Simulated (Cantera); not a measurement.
Charge: 1 mol N2O, 1.3 mol H2, held at 2700 °C and 0.0680 bar.

Cantera equilibrium calculation (NASA polynomials, part measured and part estimated; ideal gas, pure solids and liquids). Candidate condensed phases: H2O; 24 gas species. Rates play no part.

Base state: N2 0.329, H 0.214, H2 0.147, H2O 0.146, OH 0.0688, O 0.0614, O2 0.0241, NO 0.0101 (mole fractions); condensed: gas only.

### Question
What changes in the equilibrium state with this change: pressure from 0.0680 bar to 0.00540 bar?

### Answer
| species | before | after |
|---|---|---|
| H | 0.214 | 0.470 |
| N2 | 0.329 | 0.242 |
| O | 0.0614 | 0.166 |
| H2O | 0.146 | 0.0120 |
| H2 | 0.147 | 0.0564 |
| OH | 0.0688 | 0.0325 |
| O2 | 0.0241 | 0.0141 |
| NO | 0.0101 | 0.00663 |
| N | 2.57e-5 | 7.83e-5 |

### Question
What changes in the equilibrium state with this change: temperature from 2700 °C to 2850 °C?

### Answer
| species | before | after |
|---|---|---|
| H | 0.214 | 0.308 |
| N2 | 0.329 | 0.292 |
| H2 | 0.147 | 0.125 |
| H2O | 0.146 | 0.0744 |
| O | 0.0614 | 0.0991 |
| NO | 0.0101 | 0.0111 |
| O2 | 0.0241 | 0.0232 |
| OH | 0.0688 | 0.0667 |
| N | 2.57e-5 | 6.19e-5 |

### Question
What changes in the equilibrium state with this change: temperature from 2700 °C to 2575 °C?

### Answer
```json
[
 {"species": "N2", "before": "0.329", "after": "0.360"},
 {"species": "H2O", "before": "0.146", "after": "0.218"},
 {"species": "H2", "before": "0.147", "after": "0.152"},
 {"species": "H", "before": "0.214", "after": "0.145"},
 {"species": "O", "before": "0.0614", "after": "0.0360"},
 {"species": "NO", "before": "0.0101", "after": "0.00830"},
 {"species": "O2", "before": "0.0241", "after": "0.0205"},
 {"species": "OH", "before": "0.0688", "after": "0.0606"},
 {"species": "N", "before": "2.57e-5", "after": "1.14e-5"}
]
```
